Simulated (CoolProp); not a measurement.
Methanol along the isobar 56 bar: fugacity coefficient from the reference equation and from simpler models built on Tc = 240.2 °C, pc = 82.16 bar, ω = 0.565; each cubic takes its own stable root.

The numbers come from the reference Helmholtz-energy equation of state, de Reuck 1993 in CoolProp.

```
T (°C)   phase  reference
------  ------  ---------
163.45  liquid     0.2969
178.95  liquid     0.3953
194.45  liquid     0.5105
209.95  liquid     0.6405
225.45     gas     0.7369
240.95     gas     0.7753
256.45     gas     0.8046
271.95     gas     0.8277
287.45     gas     0.8462
302.95     gas     0.8611
318.35     gas     0.8731
333.85     gas     0.8829
```

Problem. How far does each simpler model (Soave-Redlich-Kwong, Peng-Robinson) lie from the reference over these 12 states: mean and median of the absolute difference, and the worst?

Solution. 
- Soave-Redlich-Kwong: mean 2.5 %, median 0.8 %, worst +8.1 % at 163.45 °C and 56 bar
- Peng-Robinson: mean 2.5 %, median 2.4 %, worst +5.3 % at 163.45 °C and 56 bar
